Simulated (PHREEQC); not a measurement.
Buffer

Solution (25 °C): 2.8e-05 mol NaHCO3 and 2.4e-06 mol Na2B4O7 per kg of water. Closed to the air; pH follows from the charge balance.

Computed with PHREEQC (ion-association model, wateq4f.dat).

Precipitation was switched off in this run.

Task: Estimate the pH, ionic strength.

Result: pH 8.49; ionic strength 3.32e-5 mol/kgw.

Task: In which forms is C present?

Result: HCO3- 98 %, CO3-2 1.5 %, CO2 0.7 % of the C.
